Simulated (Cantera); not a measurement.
An isothermal plug-flow reactor at 550 K and 500000 Pa (inlet), inlet velocity 1.2 m/s, active area per volume 4300 1/m; feed H2 : O2 : N2 : H2O = 0.004 : 0.025 : 0.79 : 0.043 (molar parts), equivalence ratio 0.080.

Computed with Cantera and Deutschmann's 1995 Pt surface mechanism with GRI-Mech 3.0 gas chemistry. Catalytic surfaces can have several steady states; this one follows from the mechanism file's or the stated starting coverage. Mass transfer to the wall is taken as infinitely fast.

One state of this run: x H2 = 6.70e-5; x O2 = 0.0268; x H2O = 0.0546; θ free Pt = 0.00390; θ O* = 0.973; θ OH* = 0.0228. x: gas mole fraction; θ: surface coverage.

**Question.** Which value of z (m) does it belong to?
A) 0.00018
B) 0.0049
C) 0.0025
D) 0.018

**Answer.** C, 0.0025
